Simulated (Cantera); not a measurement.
Charge: 1 mol Si3N4, 0.0025 mol H2O, 83 mol H2, held at 925 K and 0.000430 bar.

Equilibrium computed with Cantera from the NASA thermochemical tables; the gas is ideal and each condensed phase is pure. Candidate condensed phases: H2O, Si, SiO2, Si2N2O, Si3N4; 35 gas species. Equilibrium is a limit: real reactors are often held back by kinetics, nucleation or transport.

Base state: H2 1.000, N2 1.00e-5 (mole fractions); condensed: Si2N2O(s) + Si3N4(s).

Q: What changes in the equilibrium state with this change: temperature from 925 K to 1523.15 K?

A: 
```csv
species,before,after
H2,1.000,0.975
N2,1.00e-5,0.0235
H,1.26e-8,0.00110
Si,<1e-9,4.21e-5
SiO,<1e-9,2.94e-5
"Si2N2O(s), mol",0.00250,0
"Si3N4(s), mol",0.998,0
"Si(s), mol",0,2.99
```
